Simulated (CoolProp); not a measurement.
Properties of ethanol along the isobar 8950 kPa (Tc = 514.7 K, pc = 6268 kPa, ω = 0.644).

Values from CoolProp's reference Helmholtz-energy equation of state, Schroeder 2014.

```csv
T (K),phase,Z,viscosity (µPa s),Prandtl number
305.9,liquid,0.2061,988,14.7
323.2,liquid,0.1988,732,11.8
340.6,liquid,0.1924,556,9.65
357.9,liquid,0.1870,433,8.10
375.2,liquid,0.1825,343,6.93
392.6,liquid,0.1790,275,6.01
409.9,liquid,0.1765,223,5.27
427.3,liquid,0.1752,182,4.62
444.6,liquid,0.1751,149,4.05
461.9,liquid,0.1765,123,3.55
```

Viscosity comes from a separate model (Kiselev 2005). Thermal conductivity comes from a separate model (Assael 2013).
